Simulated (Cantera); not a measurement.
Charge: 1 mol SiC, 0.57 mol H2O, 100 mol N2, 2 mol CO2, held at 0.470 bar.

Equilibrium computed with Cantera from the NASA thermochemical tables; the gas is ideal and each condensed phase is pure. Candidate condensed phases: C, C6H6, C7H8, C8H18, H2O, Si, SiC, SiO2, Si2N2O, Si3N4; 151 gas species. The tables hold silica as quartz up to 1696 K and as liquid above; real silica turns to tridymite and cristobalite and melts near 1996 K. Rates play no part.

Problem. At 1625 °C, list the 5 most abundant gas species with their mole fractions, and the condensed phases.

Solution. N2 0.961, CO 0.0288, H2 0.00540, SiO 0.00422, H 8.38e-5. Condensed: SiO2(condensed).
